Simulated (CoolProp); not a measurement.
Vapour-liquid equilibrium of R134a (1) + n-butane (2) at 10 bar; x and y are mole fractions of (1).

Values from CoolProp's multi-fluid Helmholtz-energy mixture model, Tillner-Roth 1994 and Bücker 2006; pair parameters Bell 2016.

Problem. Give the bubble temperature and the first vapour's composition at x = 0.2, 0.65, 0.8. Is there an azeotrope?

Solution. x = 0.2: 321.6 K, y = 0.542; x = 0.65: 311.1 K, y = 0.738; x = 0.8: 310.4 K, y = 0.805. y crosses x between x = 0.8 and 0.95: the model has an azeotrope there.

Pair parameters are fitted to limited data, so mixtures are less certain than the pure fluids. With so large a gap from Raoult's law the liquid may split in two, which this calculation doesn't test in full.
